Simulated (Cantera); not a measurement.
Input: 1 mol CuO, a varied amount of H2, 63 mol N2, equilibrated at 2048 K and 1 atm.

These are equilibrium values from Cantera (NASA tables, ideal gas, pure condensed phases), not measurements of a reactor. Candidate condensed phases: Cu, CuO, Cu(OH)2, Cu2O, H2O; 27 gas species. Equilibrium is a limit: real reactors are often held back by kinetics, nucleation or transport.

Which condensed phases are stable at each of these points (n(H2) (mol)): 5.1, 6.8, 9.2, 12, 16, 22, 29, 39, 53, 71, 94, 130?


| n(H2) (mol) | condensed phases | Cu condensed (%) |
|---|---|---|
| 5.1 | Cu(l) | 54.5 |
| 6.8 | Cu(l) | 53.4 |
| 9.2 | Cu(l) | 51.8 |
| 12 | Cu(l) | 49.9 |
| 16 | Cu(l) | 47.2 |
| 22 | Cu(l) | 43.2 |
| 29 | Cu(l) | 38.6 |
| 39 | Cu(l) | 31.9 |
| 53 | Cu(l) | 22.5 |
| 71 | Cu(l) | 10.5 |
| 94 | gas only | 0.0 |
| 130 | gas only | 0.0 |

From 5.1 mol H2 to 71 mol H2 the condensed part is Cu(l). From 94 mol H2 to 130 mol H2 nothing is condensed.
